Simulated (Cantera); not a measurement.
Standard-state values (1 bar) from the NASA 1993 polynomials, evaluated with Cantera. Values are per mole of reaction as written; species without (g) are pure solids or liquids, kept so even where they would boil at 1 bar. FeO: taken at fixed stoichiometry.

**Question.** Between 1398 and 2598 K, where is each reaction favourable under standard conditions?
- H₂O(g) + FeO + 2 FeCl₃(g) ⇌ 3 FeCl₂(g) + 2 OH(g)

**Answer.** 
- H₂O(g) + FeO + 2 FeCl₃(g) ⇌ 3 FeCl₂(g) + 2 OH(g): ΔG° is 230 kJ at 1398 K and -117 kJ at 2598 K; it changes sign between 2148 and 2298 K. ΔH° is 614 kJ and ΔS° 281 J/K at 2598 K.
